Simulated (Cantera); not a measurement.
Source: NASA polynomial tables (part measured, part estimated), evaluated in Cantera. Values are per mole of reaction as written; species without (g) are pure solids or liquids, kept so even where they would boil at 1 bar.

**Question.** Between 548 and 1348 K, where is each reaction favourable under standard conditions?
- Mg(g) + 2 HI(g) → H₂(g) + MgI₂

**Answer.** 
- Mg(g) + 2 HI(g) → H₂(g) + MgI₂: ΔG° is -404 kJ at 548 K and -205 kJ at 1348 K; it stays negative (K > 1). ΔH° is -500 kJ and ΔS° -219 J/K at 1348 K.
